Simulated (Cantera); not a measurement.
**Transport properties of process gases**

Gas mixture: CO2 : NO = 0.68 : 0.55 (molar parts), at 18000 Pa, frozen composition.

Cantera's kinetic-theory transport with the Lennard-Jones parameters of GRI-Mech 3.0, ideal gas; thermal conductivity in the multicomponent form. The composition is frozen, though it would react at the higher temperatures.

```csv
T (K),ρ (kg/m³),cp (J/kg/K),μ (µPa s),λ (mW/m/K),Pr,D (cm²/s) OH,D (cm²/s) N2,D (cm²/s) H2O
400,0.204,959.5,21.1,28.3,0.714,2.57,1.66,1.83
550,0.149,1040,27.1,39.2,0.720,4.45,2.89,3.38
700,0.117,1106,32.5,49.8,0.722,6.72,4.37,5.31
850,0.0961,1157,37.4,59.8,0.724,9.32,6.07,7.57
1000,0.0817,1198,41.9,69.3,0.724,12.2,7.98,10.1
1150,0.0711,1228,46.1,78.1,0.725,15.5,10.1,13.0
1300,0.0629,1252,50.1,86.5,0.725,19.0,12.4,16.1
1450,0.0564,1273,53.9,94.6,0.725,22.8,14.8,19.4
```
D: mixture-averaged diffusion coefficient of that species in the mixture.
